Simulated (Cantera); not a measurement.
## Adiabatic ignition

An adiabatic, constant-volume homogeneous reactor starts with CH4 : H2 : O2 : N2 = 1 : 0.75 : 0.84 : 8.93 (molar parts), at 1275 K and 100000 Pa.

Detailed kinetics in Cantera: GRI-Mech 3.0 (53 species, 325 reactions).

| t (s) | T (K) | P (bar) | x CH4 | x H2 | x O2 | x H2O | x CH3 |
|---|---|---|---|---|---|---|---|
| 3.00e-6 | 1275 | 1.00 | 0.0868 | 0.0651 | 0.0729 | 8.65e-10 | 6.72e-9 |
| 1.44e-5 | 1275 | 1.00 | 0.0868 | 0.0651 | 0.0729 | 1.09e-8 | 4.39e-8 |
| 6.89e-5 | 1275 | 1.000 | 0.0868 | 0.0651 | 0.0729 | 1.84e-7 | 3.40e-7 |
| 0.000330 | 1275 | 1.00 | 0.0868 | 0.0651 | 0.0729 | 2.00e-5 | 1.74e-5 |
| 0.00158 | 1299 | 1.02 | 0.0837 | 0.0642 | 0.0708 | 0.00348 | 0.000180 |
| 0.00758 | 1915 | 1.59 | 0.00470 | 0.119 | 3.58e-9 | 0.0819 | 0.000195 |
| 0.0363 | 1900 | 1.60 | 0.00261 | 0.139 | 1.81e-9 | 0.0682 | 9.04e-5 |
| 0.174 | 1886 | 1.62 | 0.00109 | 0.161 | 8.37e-10 | 0.0529 | 3.09e-5 |
| 0.835 | 1878 | 1.62 | 2.32e-5 | 0.168 | 5.98e-10 | 0.0485 | 5.96e-7 |
| 4.00 | 1877 | 1.62 | 2.08e-9 | 0.168 | 6.00e-10 | 0.0485 | 5.36e-11 |
x: mole fraction; the columns are a selection and need not sum to one.

```yaml
time_of_steepest_temperature_rise: 3.88 ms
temperature at 4.00 s: 1877 K
equilibrium_temperature: 1877 K
x(CH4) at 4.00 s: 2.08e-9 (gas-phase equilibrium 2.22e-9)
x(H2) at 4.00 s: 0.168 (gas-phase equilibrium 0.168)
x(O2) at 4.00 s: 6.00e-10 (gas-phase equilibrium 6.00e-10)
```
